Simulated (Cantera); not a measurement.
An adiabatic, constant-pressure homogeneous reactor starts with H2 : O2 : N2 = 1 : 1.67 : 6.27 (molar parts), equivalence ratio 0.30, at 1573 K and 1.01 bar. Integrator tolerance rtol = 1e-08.

Cantera simulation using the H2/O2 subset of GRI-Mech 3.0, which has no nitrogen chemistry; the numbers are that mechanism's predictions, not measurements.

Problem. What does this change do: initial temperature 1573 to 1650 K?

Solution. 
```
quantity                                                              before                                      after
---------------------------------  -----------------------------------------  -----------------------------------------
time of steepest temperature rise                                    13.2 µs                                    10.8 µs
temperature at 2.00 s                                                 2306 K                                     2365 K
equilibrium temperature                                               2306 K                                     2365 K
x(H2) at 2.00 s                    0.000661 (gas-phase equilibrium 0.000661)  0.000910 (gas-phase equilibrium 0.000910)
x(O2) at 2.00 s                          0.136 (gas-phase equilibrium 0.136)        0.135 (gas-phase equilibrium 0.135)
x(H2O2) at 2.00 s                    1.89e-7 (gas-phase equilibrium 1.89e-7)    2.16e-7 (gas-phase equilibrium 2.16e-7)
x(O) at 2.00 s                       0.00189 (gas-phase equilibrium 0.00189)    0.00263 (gas-phase equilibrium 0.00263)
x(HO2) at 2.00 s                     6.38e-6 (gas-phase equilibrium 6.38e-6)    7.53e-6 (gas-phase equilibrium 7.53e-6)
x(OH) at 2.00 s                      0.00715 (gas-phase equilibrium 0.00715)    0.00878 (gas-phase equilibrium 0.00878)
```
